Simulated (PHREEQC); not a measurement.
A solution holds 0.012 mol (CH3)4NF per kg of water, at 25 °C. Closed to the air; pH follows from the charge balance.

Equilibrium calculation in PHREEQC: ion-association model, phreeqc.dat.

pH: 7.60
ionic strength: 0.0120 mol/kgw

| species | molality | activity | log γ |
|---|---|---|---|
| F- | 0.0120 | 0.0107 | -0.050 |
| (CH3)4N+ | 0.0120 | 0.0107 | -0.049 |
| OH- | 4.50e-7 | 4.01e-7 | -0.050 |
| HF | 4.04e-7 | 4.05e-7 | 0.001 |
| H+ | 2.78e-8 | 2.52e-8 | -0.042 |
| HF2- | 1.86e-8 | 1.66e-8 | -0.049 |

Precipitation was switched off in this run. Complexes and solids missing from the database can't appear. (CH3)4N+ isn't in the database: it is added as a free cation with an ion size of 4 Å.
